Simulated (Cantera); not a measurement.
A closed system holds: 1 mol C₂H₂, 0.22 mol CO₂, 5.1 mol H₂, equilibrated at 1877 °C and 62.0 Pa.

Cantera equilibrium calculation (NASA polynomials, part measured and part estimated; ideal gas, pure solids and liquids). Candidate condensed phases: C, C₆H₆, C₇H₈, C₈H₁₈, H₂O; 110 gas species. Rates play no part.

Base state: H₂ 0.786, H 0.150, CO 0.0622, C₂H₂ (acetylene) 0.00152 (mole fractions); condensed: C(graphite).

What changes in the equilibrium state with this change: 0.024 mol NH₃ added?


| species | before | after |
|---|---|---|
| H₂ | 0.786 | 0.785 |
| H | 0.150 | 0.150 |
| CO | 0.0622 | 0.0618 |
| N₂ | 0 | 0.00125 |
| HCN | 0 | 0.000800 |
| HNC | 0 | 5.86e-5 |
| C₂H₂ (acetylene) | 0.00152 | 0.00152 |
| C(graphite), mol | 1.76 | 1.75 |

What changes in the equilibrium state with this change: temperature from 1877 °C to 2352 °C?


```tsv
species	before	after
H	0.150	0.752
H₂	0.786	0.195
CO	0.0622	0.0415
C₅	<1e-9	2.55e-5
C₂	1.20e-7	0.000481
C₃	1.38e-6	0.00509
C(graphite), mol	1.76	1.49
```
